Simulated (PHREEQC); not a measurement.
0.5 mol of Zn5(OH)8Cl2 (Zn5(OH)8Cl2) is brought to equilibrium with 1 kg of water, with rising amounts of KH2PO4, at 25 °C. Oxygen alone is held at its pressure in air (log pO2 = -0.68). The system is closed to CO2. The run lets Zn5(OH)8Cl2, Zn(OH)2-e, Zn3(PO4)2:4w precipitate or redissolve, and no other solid.

The numbers come from PHREEQC with the ion-association model, wateq4f.dat.

Problem. Predict pH, dissolved Zn (mol/kgw) at KH2PO4 added (mol) = 0.0833, 0.208, 0.25, 0.292, 0.417.

Solution. 
| KH2PO4 added (mol) | pH | dissolved Zn (mol/kgw) |
|---|---|---|
| 0.0833 | 8.31 | 2.91e-5 |
| 0.208 | 8.67 | 1.35e-5 |
| 0.25 | 8.74 | 1.21e-5 |
| 0.292 | 8.80 | 1.11e-5 |
| 0.417 | 8.93 | 9.49e-6 |

Species that the database lacks are ignored. H3PO4, which wateq4f.dat lacks, is added to it with the constant of phreeqc.dat. The database has no phosphate complexes of Zn.
